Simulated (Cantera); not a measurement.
**Equilibrium for silicon nitride deposition: SiH4 + NH3 + H2**

Input: 1 mol SiH4, 0.27 mol NH3, 20 mol H2, at 9.50 mbar.

Cantera equilibrium calculation (NASA polynomials, part measured and part estimated; ideal gas, pure solids and liquids). Candidate condensed phases: Si, Si3N4; 18 gas species. Mutual solubility and eutectic melting of coexisting phases are not modelled. Kinetics and transport are ignored.

| T (K) | x H2 | x N2 | x H | x Si | n Si(s) | n Si3N4(s) |
|---|---|---|---|---|---|---|
| 1025 | 1.00 | 5.14e-9 | 4.47e-8 | <1e-12 | 0.797 | 0.0675 |
| 1100 | 1.00 | 1.01e-7 | 2.65e-7 | 2.49e-12 | 0.798 | 0.0675 |
| 1175 | 1.000 | 1.36e-6 | 1.26e-6 | 5.63e-11 | 0.798 | 0.0675 |
| 1250 | 1.000 | 1.33e-5 | 4.96e-6 | 8.75e-10 | 0.798 | 0.0674 |
| 1325 | 1.000 | 1.00e-4 | 1.68e-5 | 9.93e-9 | 0.801 | 0.0664 |
| 1400 | 0.999 | 0.000604 | 4.99e-5 | 8.66e-8 | 0.818 | 0.0607 |
| 1475 | 0.997 | 0.00302 | 0.000133 | 6.05e-7 | 0.899 | 0.0335 |
| 1550 | 0.994 | 0.00599 | 0.000322 | 3.50e-6 | 1.000 | 0 |
x: gas mole fraction; n: condensed amount in mol.

From 1025 K to 1475 K the condensed part is Si(s) + Si3N4(s). At 1550 K the condensed part is Si(s).
